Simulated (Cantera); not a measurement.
Feed: 1 mol Si3N4, 4.9 mol O2.

These are equilibrium values from Cantera (NASA tables, ideal gas, pure condensed phases), not measurements of a reactor. Candidate condensed phases: Si, SiO2, Si2N2O, Si3N4; 16 gas species. The tables hold silica as quartz up to 1696 K and as liquid above; real silica turns to tridymite and cristobalite and melts near 1996 K. Equilibrium is a limit: real reactors are often held back by kinetics, nucleation or transport.

Stable condensed phases, one row left out:

```
T in K \ P in Pa
              1    4.2     18     75    320   1300   5600  24000 100000
   2075       A      A      B      B      B      B      B      B      B
   2050       A      A      B      B      B      B      B      B      B
   2000       A      B      B      B      B      B      B      B      B
   1975       A      B      B      B      B      B      B      B      B
   1950       A      B      B      B      B      B      B      B      B
   1925       B      B      B      B      B      B      B      B      B
   1900       B      B      B      B      B      B      B      B      B
   1875       B      B      B      B      B      B      B      B      B
   1850       B      B      B      B      B      B      B      B      B
   1825       B      B      B      B      B      B      B      B      B
```

A: gas only; B: SiO2.

Task: Give the row for 2025 K.

Result: 1: gas only; 4.2: SiO2; 18: SiO2; 75: SiO2; 320: SiO2; 1300: SiO2; 5600: SiO2; 24000: SiO2; 100000: SiO2.
